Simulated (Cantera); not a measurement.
Mixture: CH4 : O2 : N2 = 1 : 3.23 : 17.4 (molar parts), equivalence ratio 0.62, at 9.87 atm, adiabatic and at constant pressure. Ignition delay is the time to a rise of 400 K.

Model: GRI-Mech 3.0 (53 species, 325 reactions), integrated in Cantera.

**Question.** Predict: delay at 1200 K; delay at 1400 K; delay at 1600 K; delay at 1800 K; delay at 2000 K; apparent activation energy between 1800 and 2000 K.

**Answer.** 
```
Property                                                Result
--------------------------------------------------  ----------
delay at 1200 K                                        5.29 ms
delay at 1400 K                                       0.571 ms
delay at 1600 K                                        88.5 µs
delay at 1800 K                                        19.5 µs
delay at 2000 K                                        6.12 µs
apparent activation energy between 1800 and 2000 K  170 kJ/mol
```
